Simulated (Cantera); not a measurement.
## Equilibrium for calcination and drying: CsOH + H2O + H2

Feed: 1 mol CsOH, 2 mol H2O, 0.27 mol H2, equilibrated at 0.0190 bar.

Method: chemical equilibrium by Gibbs-energy minimisation in Cantera with the NASA 1993 tables (ideal gas, pure condensed phases). Candidate condensed phases: Cs, CsOH, H2O; 15 gas species. Equilibrium is a limit: real reactors are often held back by kinetics, nucleation or transport.

From 577 °C to 1877 °C nothing is condensed. The main Cs-bearing gas is Cs2(OH)2 at 577 °C and CsOH at 1877 °C.

```csv
T (°C),log p H2O,log p CsOH,log p Cs,log p Cs2(OH)2,log p H2,log p OH,log p O2
577,-1.90,-2.55,-5.73,-2.75,-2.77,<-13,<-13
677,-1.92,-2.30,-4.89,-3.36,-2.80,-12.61,<-13
777,-1.93,-2.25,-4.38,-4.17,-2.81,-11.11,<-13
877,-1.93,-2.25,-4.01,-4.91,-2.82,-9.87,<-13
977,-1.93,-2.25,-3.72,-5.56,-2.83,-8.82,-13.12
1077,-1.93,-2.27,-3.48,-6.12,-2.86,-7.91,-11.52
1177,-1.92,-2.28,-3.30,-6.61,-2.89,-7.12,-10.11
1277,-1.92,-2.30,-3.15,-7.05,-2.93,-6.43,-8.86
1377,-1.91,-2.33,-3.03,-7.45,-2.97,-5.81,-7.73
1477,-1.91,-2.35,-2.93,-7.81,-3.03,-5.26,-6.71
1577,-1.90,-2.38,-2.86,-8.13,-3.08,-4.76,-5.78
1677,-1.90,-2.40,-2.80,-8.44,-3.13,-4.31,-4.95
1777,-1.90,-2.44,-2.73,-8.73,-3.15,-3.93,-4.26
1877,-1.91,-2.50,-2.66,-9.05,-3.10,-3.62,-3.77
```
log p: log10 of the partial pressure in bar; nothing condenses.
